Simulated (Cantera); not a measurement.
A perfectly stirred reactor is fed with 10.3 % CH3OH, 18.8 % O2, 70.9 % N2, at 5.70 bar; it is adiabatic with a 498 K inlet, and is followed from long to short residence time, starting on the burning branch (τ in s: 0.075, 0.035, 0.017, 0.0078, 0.0037, 0.0017, 0.00081, 0.00038, 0.00018, 8.5e-05, 4e-05, 1.9e-05).

Cantera simulation using GRI-Mech 3.0 (53 species, 325 reactions); the numbers are that mechanism's predictions, not measurements. GRI-Mech 3.0 was tuned for natural gas; its chemistry of methanol as a main component is partial and can be far from experiment.

x: mole fraction; the columns are a selection and need not sum to one.

| τ (s) | T (K) | x CH3OH | x O2 | x CO | x CH2 | x HCO |
|---|---|---|---|---|---|---|
| 0.075 | 2192 | 4.00e-7 | 0.0316 | 0.00141 | ? | 8.38e-9 |
| 0.035 | 2192 | 8.29e-7 | 0.0320 | 0.00153 | ? | 1.79e-8 |
| 0.017 | 2191 | 1.63e-6 | 0.0323 | 0.00173 | ? | 3.67e-8 |
| 0.0078 | 2186 | 3.28e-6 | 0.0327 | 0.00215 | ? | 8.03e-8 |
| 0.0037 | 2178 | 6.13e-6 | 0.0331 | 0.00287 | ? | 1.70e-7 |
| 0.0017 | 2164 | 1.13e-5 | 0.0337 | 0.00412 | ? | 3.74e-7 |
| 0.00081 | 2143 | 1.94e-5 | 0.0347 | 0.00594 | ? | 7.93e-7 |
| 0.00038 | 2112 | 3.33e-5 | 0.0361 | 0.00861 | ? | 1.70e-6 |
| 0.00018 | 2071 | 5.72e-5 | 0.0382 | 0.0122 | ? | 3.62e-6 |
| 8.5e-5 | 2017 | 0.000102 | 0.0412 | 0.0172 | ? | 7.71e-6 |
| 4.0e-5 | 1944 | 0.000202 | 0.0458 | 0.0247 | ? | 1.67e-5 |
| 1.9e-5 | 1805 | 0.000651 | 0.0574 | 0.0420 | ? | 3.90e-5 |

Task: Fill in the missing entries.

Result: 
- 0.075, x CH2: 4.09e-9
- 0.035, x CH2: 8.44e-9
- 0.017, x CH2: 1.62e-8
- 0.0078, x CH2: 3.07e-8
- 0.0037, x CH2: 5.22e-8
- 0.0017, x CH2: 8.29e-8
- 0.00081, x CH2: 1.23e-7
- 0.00038, x CH2: 1.90e-7
- 0.00018, x CH2: 3.31e-7
- 8.5e-5, x CH2: 6.63e-7
- 4.0e-5, x CH2: 1.42e-6
- 1.9e-5, x CH2: 2.66e-6
